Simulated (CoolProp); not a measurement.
Dimethyl carbonate along the isotherm 565.9 K: Z from the reference equation and from simpler models built on Tc = 557.0 K, pc = 4.909 MPa, ω = 0.346; each cubic takes its own stable root.

Model: reference Helmholtz-energy equation of state, Zhou 2011, in CoolProp.

```json
[
 {"p (MPa)": "0.0233", "phase": "gas", "reference": "0.9984"},
 {"p (MPa)": "0.0363", "phase": "gas", "reference": "0.9976"},
 {"p (MPa)": "0.0565", "phase": "gas", "reference": "0.9962"},
 {"p (MPa)": "0.0879", "phase": "gas", "reference": "0.9941"},
 {"p (MPa)": "0.137", "phase": "gas", "reference": "0.9908"},
 {"p (MPa)": "0.213", "phase": "gas", "reference": "0.9857"},
 {"p (MPa)": "0.332", "phase": "gas", "reference": "0.9776"},
 {"p (MPa)": "0.517", "phase": "gas", "reference": "0.9648"},
 {"p (MPa)": "0.804", "phase": "gas", "reference": "0.9445"},
 {"p (MPa)": "1.25", "phase": "gas", "reference": "0.9119"},
 {"p (MPa)": "1.95", "phase": "gas", "reference": "0.8572"},
 {"p (MPa)": "3.04", "phase": "gas", "reference": "0.7592"},
 {"p (MPa)": "4.73", "phase": "gas", "reference": "0.5382"},
 {"p (MPa)": "7.36", "phase": "supercritical", "reference": "0.2523"}
]
```

Q: How far does each simpler model (van der Waals, Redlich-Kwong, Soave-Redlich-Kwong, Peng-Robinson) lie from the reference over these 14 states: mean and median of the absolute difference, and the worst?

A: 
- van der Waals: mean 4.0 %, median 0.4 %, worst +40.8 % at 565.9 K and 7.36 MPa
- Redlich-Kwong: mean 1.6 %, median 0.0 %, worst +19.5 % at 565.9 K and 7.36 MPa
- Soave-Redlich-Kwong: mean 2.0 %, median 0.0 %, worst +22.0 % at 565.9 K and 7.36 MPa
- Peng-Robinson: mean 1.2 %, median 0.3 %, worst +10.8 % at 565.9 K and 7.36 MPa
